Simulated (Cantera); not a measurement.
An isothermal, constant-pressure homogeneous reactor starts with 9.71 % NH3, 90.3 % H2, at 1575 K and 46.5 Torr.

Computed with Cantera and the gas-phase N/H chemistry of the illustrative SiF4/NH3 mechanism in the Surface Chemkin manual (1991). Walls and surfaces, which speed up NH3 decomposition in real reactors, are not modelled.

x: mole fraction; the columns are a selection and need not sum to one.

```csv
t (s),x NH3,x H2,x N2H2,x NH,x N2H4
0.000400,0.0971,0.903,<1e-12,<1e-12,<1e-12
0.00137,0.0971,0.903,<1e-12,3.33e-12,<1e-12
0.00468,0.0971,0.903,4.99e-12,3.93e-11,<1e-12
0.0160,0.0971,0.903,6.28e-11,4.61e-10,3.19e-12
0.0548,0.0971,0.903,7.77e-10,…,3.70e-11
0.187,0.0971,0.903,9.08e-9,…,3.82e-10
0.641,0.0969,0.903,3.09e-8,1.71e-7,1.18e-9
2.19,0.0961,0.903,3.14e-8,1.74e-7,1.19e-9
7.50,0.0936,0.905,3.01e-8,1.72e-7,1.14e-9
25.6,0.0857,0.909,2.64e-8,1.65e-7,1.00e-9
87.7,0.0649,0.920,1.74e-8,…,6.54e-10
300,0.0310,0.939,5.53e-9,…,2.04e-10
```

Task: Complete the blanks.

Result: 
- 0.0548, x NH: 5.34e-9
- 0.187, x NH: 5.52e-8
- 87.7, x NH: 1.42e-7
- 300, x NH: 9.34e-8
